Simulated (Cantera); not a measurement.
## Ignition delay

Mixture: 10.4 % CH3OH, 13.0 % O2, 76.6 % N2, equivalence ratio 1.2, at 1.00 atm, adiabatic and at constant volume. Ignition delay is the time to a rise of 400 K.

Detailed kinetics in Cantera: GRI-Mech 3.0 (53 species, 325 reactions). GRI-Mech 3.0 was tuned for natural gas; its chemistry of methanol as a main component is partial and can be far from experiment.

| T0 (K) | delay (ms) |
|---|---|
| 1198 | 10.2 |
| 1298 | 2.24 |
| 1398 | 0.637 |
| 1498 | 0.224 |
| 1598 | 0.0939 |
| 1698 | 0.0449 |

| Item | Value |
|---|---|
| apparent activation energy between 1498 and 1698 K | 170 kJ/mol |
